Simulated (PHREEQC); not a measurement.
Dissolve 0.0017 mol/kgw HF, 0.00051 mol/kgw Na2SO4 and 0.056 mol/kgw NaCl at 25 °C. Closed to the air; pH follows from the charge balance.

Model: ion-association model, wateq4f.dat, run in PHREEQC.

This is a speciation only: nothing precipitates in the calculation.

### Question
Estimate the pH.

### Answer
pH 3.12.

### Question
In which forms is S present?

### Answer
SO4-2 86 %, NaSO4- 11 %, HSO4- 3.4 % of the S.

Species that the database lacks are ignored.
